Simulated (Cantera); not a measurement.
An isothermal, constant-pressure homogeneous reactor starts with CH4 : H2O : H2 = 1 : 0.75 : 0.18 (molar parts), at 1275 K and 3830 Torr.

Model: GRI-Mech 3.0 (53 species, 325 reactions), integrated in Cantera. GRI-Mech 3.0 stops at C3 and has no aromatics, soot or wall deposition, so with more carbon than oxygen in the feed, carbon stays in small species such as C2H2 where larger ones or solid carbon would form.

x: mole fraction; the columns are a selection and need not sum to one.

```tsv
t (s)	x CH4	x H2O	x H2	x CO2	x HO2
1.00e-6	0.518	0.389	0.0933	<1e-12	<1e-12
6.76e-6	0.518	0.389	0.0933	<1e-12	<1e-12
4.57e-5	0.518	0.389	0.0933	<1e-12	<1e-12
0.000309	0.518	0.389	0.0933	<1e-12	<1e-12
0.00209	0.518	0.389	0.0933	<1e-12	<1e-12
0.0141	0.518	0.389	0.0933	<1e-12	<1e-12
0.0956	0.517	0.389	0.0937	1.92e-10	<1e-12
0.647	0.513	0.388	0.0974	(withheld)	<1e-12
4.37	0.483	0.382	0.122	(withheld)	<1e-12
29.6	0.430	0.370	0.166	(withheld)	<1e-12
200	0.427	0.348	0.187	(withheld)	<1e-12
```

Task: Fill in the missing entries.

Result: 
- 0.647, x CO2: 3.75e-8
- 4.37, x CO2: 4.00e-6
- 29.6, x CO2: 0.000600
- 200, x CO2: 0.00662
